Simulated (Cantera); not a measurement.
Equilibrium for fluorocarbon and chlorocarbon gases: CHF₃ + Si

Input: 1 mol CHF₃, 0.032 mol Si.

Cantera equilibrium calculation (NASA polynomials, part measured and part estimated; ideal gas, pure solids and liquids). Candidate condensed phases: C, C₆H₆, C₇H₈, C₈H₁₈, Si, SiC; 113 gas species. The tables' values for SiF₂, SiF₃ are old estimates. Equilibrium is a limit: real reactors are often held back by kinetics, nucleation or transport.

Problem. Map the stable condensed phases over T = 1475, 1675, 1875, 2075, 2275, 2475, 2675, 2875, 3075, 3275 K and P in Pa = 1, 4.2, 18, 75, 320, 1300, 5600, 24000, 100000.

Solution. 
```
T in K \ P in Pa
              1    4.2     18     75    320   1300   5600  24000 100000
   3275       A      A      A      A      A      A      A      B      B
   3075       A      A      A      A      A      B      B      B      B
   2875       A      A      A      A      B      B      B      B      B
   2675       A      A      B      B      B      B      B      B      B
   2475       B      B      B      B      B      B      B      B      B
   2275       B      B      B      B      B      B      B      B      B
   2075       B      B      B      B      B      B      B      B      B
   1875       B      B      B      B      B      B      B      B      B
   1675       B      B      B      B      B      B      B      B      B
   1475       B      B      B      B      B      B      B      B      B
```
A: gas only; B: C.
